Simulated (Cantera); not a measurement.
## Stirred combustor or abatement burner

A perfectly stirred reactor is fed with 14.7 % CO, 0.898 % H2, 4.27 % CH4, 16.8 % O2, 63.3 % N2, at 42000 Pa; it is adiabatic with a 423 K inlet, and is followed from long to short residence time, starting on the burning branch (τ in s: 0.023, 0.0086, 0.0033, 0.0012, 0.00047, 0.00018, 6.7e-05, 2.6e-05, 9.7e-06).

Computed with Cantera and GRI-Mech 3.0 (53 species, 325 reactions).

```
τ (s)    T (K)    x CO     x H2     x CH4    x HO2     x C2H
-------  -----  ------  -------  --------  -------  --------
0.023     2161  0.0432  0.00473   5.46e-6  1.37e-6  1.36e-12
0.0086    2057  0.0518  0.00616   1.14e-5  2.05e-6  2.53e-12
0.0033    1940  0.0597  0.00770   2.48e-5  3.19e-6  4.87e-12
0.0012    1804  0.0673  0.00919   6.23e-5  4.91e-6  1.10e-11
0.00047   1667  0.0763   0.0101  0.000171  7.34e-6  2.59e-11
0.00018   1493   0.100   0.0105  0.000742  1.45e-5  7.30e-11
6.7e-5     423   0.147  0.00898    0.0427   <1e-12    <1e-12
2.6e-5     423   0.147  0.00898    0.0427   <1e-12    <1e-12
9.7e-6     423   0.147  0.00898    0.0427   <1e-12    <1e-12
```
x: mole fraction; the columns are a selection and need not sum to one.
